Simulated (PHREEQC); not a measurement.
Consider water at 25 °C with 0.007 mol/kgw HBr, 0.14 mol/kgw FeCl3 and 0.00017 mol/kgw CuCl2. Closed to the air; pH follows from the charge balance.

Computed with PHREEQC (ion-association model, phreeqc.dat).

Each row changes one thing in this solution. Precipitation was switched off in this run.

```
case                                               pH  ionic strength (mol/kgw)  Cl- (mol/kgw)  Cu+2 (mol/kgw)  CuCl+ (mol/kgw)  CuCl2 (mol/kgw)
-----------------------------------------------  ----  ------------------------  -------------  --------------  ---------------  ---------------
as made                                          1.78                     0.509          0.304        0.000140          2.84e-5          1.73e-6
temperature from 25 to 30 °C                     1.76                     0.508          0.304        0.000134          3.42e-5          2.20e-6
temperature from 25 to 10 °C                      [?]                     0.515          0.302        0.000154          1.47e-5          7.64e-7
HBr from 0.007 to 0.0014 mol/kgw                 1.84                     0.509          0.306        0.000140          2.85e-5          1.76e-6
CuCl2 replaced by Cu(BF4)2 at the same molality  1.78                     0.508          0.304        0.000140          2.84e-5          1.74e-6
temperature from 25 to 55 °C                     1.66                     0.503          0.308         9.49e-5          6.95e-5          5.55e-6
FeCl3 replaced by BaCl2 at the same molality     2.27                     0.427          0.280        0.000141          2.77e-5              [?]
diluted 100-fold with water                      2.89                       [?]        0.00418         1.69e-6          1.38e-8              [?]
0.017 mol/kgw Ca(OH)2 added                      2.10                     0.572          0.322        0.000139          2.90e-5          1.80e-6
```

Problem. What belongs in the gaps?

Solution. 
- temperature from 25 to 10 °C, pH: 1.87
- FeCl3 replaced by BaCl2 at the same molality, CuCl2 (mol/kgw): 1.65e-6
- diluted 100-fold with water, ionic strength (mol/kgw): 0.00615
- diluted 100-fold with water, CuCl2 (mol/kgw): 2.62e-11

Some of these states are supersaturated (in Hematite (slow to form), Goethite (slow to form), for instance). Constants without temperature data keep their 25 °C values here. Real BF4- forms and hydrolyses slowly; the run takes it at equilibrium. Fluoro complexes past AlF4- and FeF3 are missing from the database.
